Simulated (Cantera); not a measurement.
## Ignition delay

Mixture: 33.5 % H₂, 14.0 % O₂, 52.6 % N₂, equivalence ratio 1.2, at 140000 Pa, adiabatic and at constant volume. Ignition delay is the time to a rise of 400 K.

Cantera simulation using GRI-Mech 3.0 (53 species, 325 reactions); the numbers are that mechanism's predictions, not measurements. Below about 950 K walls govern HO2 and H2O2 in real vessels.

```tsv
T0 (K)	delay (ms)
873	613
973	7.18
1073	0.0943
1173	0.0394
1273	0.0227
1373	0.0151
```

```
Item                                                    Value
--------------------------------------------------  ---------
apparent activation energy between 1173 and 1373 K  64 kJ/mol
```
